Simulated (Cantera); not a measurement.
Feed: 1 mol HMDSO, 3.4 mol H2O, 12 mol N2, at 0.880 bar.

Cantera equilibrium calculation (NASA polynomials, part measured and part estimated; ideal gas, pure solids and liquids). Candidate condensed phases: C, C6H6, C7H8, C8H18, H2O, Si, SiC, SiO2, Si2N2O, Si3N4; 151 gas species. The feed counts by its element totals alone. Equilibrium is a limit: real reactors are often held back by kinetics, nucleation or transport.

Task: At 1600 K, list the 5 most abundant gas species with their mole fractions, and the condensed phases.

Result: H2 0.462, N2 0.410, CO 0.127, HCN 0.000891, CH4 0.000306. Condensed: C(graphite) + Si2N2O(s).
